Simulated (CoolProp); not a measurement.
A single-stage vapour-compression cycle with R114: evaporating at 325.15 K (dew point), condensing at 358.15 K (bubble point), superheat 10 K, subcooling 2 K, compressor efficiency 0.85, no pressure losses. Each further row changes one setting.

Values from CoolProp's reference Helmholtz-energy equation of state, Platzer 1990. This equation is an older, rougher fit; its heat capacities, sound speeds and derivatives of the liquid may be far off and weren't checked against measurements.

```
case                              cooling COP  pressure ratio  discharge temperature (K)  refrigerating effect (kJ/kg)  volumetric capacity (kJ/m³)
--------------------------------  -----------  --------------  -------------------------  ----------------------------  ---------------------------
as stated                                6.89            2.20                      361.8                          90.9                         2950
evaporating temperature 330.15 K   (withheld)            1.93                      362.7                          93.9                   (withheld)
condensing temperature 353.15 K          8.45            1.97                      357.7                          96.5                         3130
subcooling 7 K                           7.31            2.20                      361.8                          96.5                         3130
superheat 20 K                           7.13            2.20                 (withheld)                    (withheld)                   (withheld)
compressor efficiency 0.75         (withheld)            2.20                 (withheld)                          90.9                         2950
```

Question: Complete the blanks.

Answer: 
- evaporating temperature 330.15 K, cooling COP: 8.49
- evaporating temperature 330.15 K, volumetric capacity (kJ/m³): 3470
- superheat 20 K, discharge temperature (K): 371.4
- superheat 20 K, refrigerating effect (kJ/kg): 98.7
- superheat 20 K, volumetric capacity (kJ/m³): 3070
- compressor efficiency 0.75, cooling COP: 6.08
- compressor efficiency 0.75, discharge temperature (K): 363.8
